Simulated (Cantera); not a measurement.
Input: 1 mol SiO2, 1 mol CH4, 1 mol CO, at 1927 °C and 0.133 bar.

Cantera equilibrium calculation (NASA polynomials, part measured and part estimated; ideal gas, pure solids and liquids). Candidate condensed phases: C, C6H6, C7H8, C8H18, H2O, Si, SiC, SiO2; 123 gas species. Rates play no part.

Base state: CO 0.398, H2 0.393, SiO 0.199, H 0.00967, Si 0.000114, H2O 0.000109, CO2 2.09e-5, SiH 1.15e-5 (mole fractions); condensed: gas only.

Task: What changes in the equilibrium state with this change: temperature from 1927 °C to 902 °C?

Result: 
```json
[
 {"species": "H2", "before": "0.393", "after": "0.665"},
 {"species": "CO", "before": "0.398", "after": "0.332"},
 {"species": "CH4", "before": "5.90e-8", "after": "0.00113"},
 {"species": "SiO", "before": "0.199", "after": "<1e-9"},
 {"species": "Si", "before": "0.000114", "after": "<1e-9"},
 {"species": "H", "before": "0.00967", "after": "2.74e-7"},
 {"species": "C(graphite), mol", "before": "0", "after": "1.00"},
 {"species": "SiO2(β-quartz), mol", "before": "0", "after": "1.00"}
]
```
The tables hold silica as quartz up to 1696 K and as liquid above; real silica turns to tridymite and cristobalite and melts near 1996 K.
